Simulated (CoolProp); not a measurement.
The fluid at 298.15 K and 0.149 MPa is throttled through a valve to 0.00709 MPa with no heat exchange. The same conditions are run with several fluids, on thermodynamics alone (safety and materials aside).

Model: reference Helmholtz-energy equation of state of each fluid (octamethyltrisiloxane (MDM): Thol 2017; tetrahydrofuran: Fiedler 2023; R141b: Lemmon 2006; ethanol: Schroeder 2014; dodecamethylpentasiloxane (MD3M): Thol 2019), in CoolProp.

```json
[
 {"fluid": "octamethyltrisiloxane (MDM)", "temperature change (K)": "+0.1", "final phase": "liquid", "final density (kg/m³)": "815"},
 {"fluid": "tetrahydrofuran", "temperature change (K)": "-23.1", "final phase": "two-phase, vapour fraction 0.084", "final density (kg/m³)": "2.65"},
 {"fluid": "R141b", "temperature change (K)": "-51.7", "final phase": "two-phase, vapour fraction 0.234", "final density (kg/m³)": "1.74"},
 {"fluid": "ethanol", "temperature change (K)": "-1.8", "final phase": "two-phase, vapour fraction 0.005", "final density (kg/m³)": "26.0"},
 {"fluid": "dodecamethylpentasiloxane (MD3M)", "temperature change (K)": "+0.1", "final phase": "liquid", "final density (kg/m³)": "870"}
]
```
